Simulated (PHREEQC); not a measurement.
A solution holds 0.016 mol/kgw HF and 0.00014 mol/kgw KCl, at 20 °C. Closed to the air; pH follows from the charge balance.

Model: ion-association model, phreeqc.dat, run in PHREEQC.

This is a speciation only: nothing precipitates in the calculation.

Question: Order these F species by the share of F that they hold, largest first: HF, HF2-, F-.

Answer: HF (79 %), F- (20 %), HF2- (1.8 %)

The pH is 2.51 and the ionic strength 0.00343 mol/kgw. Complexes and solids missing from the database can't appear.
